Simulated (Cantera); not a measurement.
Feed: 1 mol Si, 0.9 mol NF3, 41 mol H2, equilibrated at 1525 K and 13300 Pa.

Cantera equilibrium calculation (NASA polynomials, part measured and part estimated; ideal gas, pure solids and liquids). Candidate condensed phases: Si, Si3N4; 37 gas species. The tables' values for SiF3, SiF2 are old estimates; treat these amounts as uncertain. Rates play no part.

Question: What is the equilibrium state?

Answer: 
```json
{
 "x(H2)": "0.973",
 "x(SiF4)": "0.0106",
 "x(N2)": "0.00620",
 "x(SiF3)": "0.00377",
 "x(HF)": "0.00341",
 "x(SiHF3)": "0.00177",
 "x(SiF2)": "0.000731",
 "x(SiH2F2)": "0.000135",
 "x(H)": "6.39e-5",
 "n(Si3N4(s))": "0.0947 mol",
 "gas_amount": "42.01 mol",
 "log10 activity of Si(s) (absent)": "-0.69"
}
```
